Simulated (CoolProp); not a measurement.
Vapour-liquid equilibrium of toluene (1) + ethylbenzene (2) at 361.4 K; x and y are mole fractions of (1).

The numbers come from the multi-fluid Helmholtz-energy mixture model, Lemmon 2006 and Zhou 2012; pair parameters Bell 2016 in CoolProp.

Question: Give the bubble pressure and the first vapour's composition at x = 0.575, 0.725, 0.8. Is there an azeotrope?

Answer: x = 0.575: 0.03855 MPa, y = 0.745; x = 0.725: 0.04289 MPa, y = 0.854; x = 0.8: 0.04514 MPa, y = 0.900. No azeotrope shows between x = 0.05 and 0.95.

Pair parameters are fitted to limited data, so mixtures are less certain than the pure fluids.
